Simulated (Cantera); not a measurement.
## Abatement and gas-phase synthesis: S + SO2 + H2

Input: 1 mol S, 0.029 mol SO2, 2.8 mol H2, at 0.133 bar.

Method: chemical equilibrium by Gibbs-energy minimisation in Cantera with the NASA 1993 tables (ideal gas, pure condensed phases). Candidate condensed phases: H2O, H2SO4, S; 34 gas species. Ions and electrons are included (thermal ionisation). Equilibrium is a limit: real reactors are often held back by kinetics, nucleation or transport.

From 2500 K to 5000 K nothing is condensed.

```json
[
 {"T (K)": "2500", "x H": "0.0587", "x H2": "0.727", "x S": "0.0374", "x S2": "0.0973", "x SH": "0.0461", "x H2S": "0.0165", "x H2O": "0.0135"},
 {"T (K)": "2750", "x H": "0.149", "x H2": "0.632", "x S": "0.0805", "x S2": "0.0665", "x SH": "0.0489", "x H2S": "0.00798", "x H2O": "0.00988"},
 {"T (K)": "3000", "x H": "0.300", "x H2": "0.482", "x S": "0.127", "x S2": "0.0338", "x SH": "0.0397", "x H2S": "0.00312", "x H2O": "0.00620"},
 {"T (K)": "3250", "x H": "0.488", "x H2": "0.308", "x S": "0.154", "x S2": "0.0127", "x SH": "0.0244", "x H2S": "0.000928", "x H2O": "0.00309"},
 {"T (K)": "3500", "x H": "0.652", "x H2": "0.162", "x S": "0.159", "x S2": "0.00425", "x SH": "0.0124", "x H2S": "0.000223", "x H2O": "0.00102"},
 {"T (K)": "3750", "x H": "0.751", "x H2": "0.0749", "x S": "0.157", "x S2": "0.00152", "x SH": "0.00590", "x H2S": "4.99e-5", "x H2O": "0.000223"},
 {"T (K)": "4000", "x H": "0.799", "x H2": "0.0335", "x S": "0.155", "x S2": "0.000615", "x SH": "0.00290", "x H2S": "1.18e-5", "x H2O": "4.21e-5"},
 {"T (K)": "4250", "x H": "0.819", "x H2": "0.0155", "x S": "0.154", "x S2": "0.000279", "x SH": "0.00150", "x H2S": "3.15e-6", "x H2O": "8.38e-6"},
 {"T (K)": "4500", "x H": "0.829", "x H2": "0.00766", "x S": "0.154", "x S2": "0.000139", "x SH": "0.000831", "x H2S": "9.48e-7", "x H2O": "1.90e-6"},
 {"T (K)": "4750", "x H": "0.833", "x H2": "0.00402", "x S": "0.154", "x S2": "7.44e-5", "x SH": "0.000486", "x H2S": "3.21e-7", "x H2O": "4.91e-7"},
 {"T (K)": "5000", "x H": "0.835", "x H2": "0.00225", "x S": "0.154", "x S2": "4.24e-5", "x SH": "0.000299", "x H2S": "1.20e-7", "x H2O": "1.44e-7"}
]
```
x: gas mole fraction; nothing condenses.
